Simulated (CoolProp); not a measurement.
Dimethyl carbonate along the isotherm 375.8 K: fugacity coefficient from the reference equation and from simpler models built on Tc = 557.0 K, pc = 49.09 bar, ω = 0.346; each cubic takes its own stable root.

The numbers come from the reference Helmholtz-energy equation of state, Zhou 2011 in CoolProp.

```
p (bar)   phase  reference  van der Waals  Redlich-Kwong  Soave-Redlich-Kwong  Peng-Robinson
-------  ------  ---------  -------------  -------------  -------------------  -------------
44.6     liquid    0.03656         0.1926        0.07578              0.03687        0.03634
89.3     liquid          ?         0.1202        0.04420              0.02136        0.02071
134      liquid    0.01587        0.09965        0.03433              0.01649        0.01572
179      liquid    0.01357        0.09258        0.02993              0.01430        0.01341
223      liquid    0.01239        0.09152        0.02783              0.01324        0.01222
268      liquid    0.01175        0.09399        0.02689              0.01273        0.01157
312      liquid    0.01146        0.09897        0.02669              0.01259        0.01126
357      liquid    0.01140         0.1063        0.02701              0.01269        0.01118
402      liquid    0.01152         0.1159              ?              0.01299        0.01127
446      liquid    0.01177         0.1274        0.02882              0.01345        0.01150
491      liquid    0.01215              ?        0.03022              0.01406        0.01184
```

### Question
Complete the blanks.

### Answer

- 89.3, reference: 0.02086
- 402, Redlich-Kwong: 0.02775
- 491, van der Waals: 0.1416
